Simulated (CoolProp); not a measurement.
R142b at 298.15 K and 0.0259 MPa is compressed adiabatically to 0.165 MPa with isentropic efficiency 0.6. Each further row changes one setting.

Computed with CoolProp (reference Helmholtz-energy equation of state, Lemmon 2006). It is a short technical equation, of lower accuracy than the large ones.

```csv
case,work (kJ/kg),final temperature (K),final density (kg/m³)
as stated,82.3,390.4,5.19
efficiency 1,49.4,356.3,5.73
efficiency 0.65,76.0,384.0,5.29
```
